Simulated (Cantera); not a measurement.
Feed: 1 mol CH₃SiCl₃, 0.061 mol C₃H₈, 1.7 mol H₂, held at 2448 K.

Equilibrium computed with Cantera from the NASA thermochemical tables; the gas is ideal and each condensed phase is pure. Candidate condensed phases: C, C₆H₆, C₇H₈, C₈H₁₈, Si, SiC; 109 gas species. The feed counts by its element totals alone. Gases not in the tables: Si₂H₆ and higher silanes. Kinetics and transport are ignored.

### Question
What share of the Si ends up in condensed phases as a function of P (Pa), at 100, 400, 1600, 6300, 25000, 100000?

### Answer
| P (Pa) | Si condensed (%) | as |
|---|---|---|
| 100 | 0.0 | - |
| 400 | 0.0 | - |
| 1600 | 12.3 | SiC(s) |
| 6300 | 39.9 | SiC(s) |
| 25000 | 46.2 | SiC(s) |
| 100000 | 47.5 | SiC(s) |
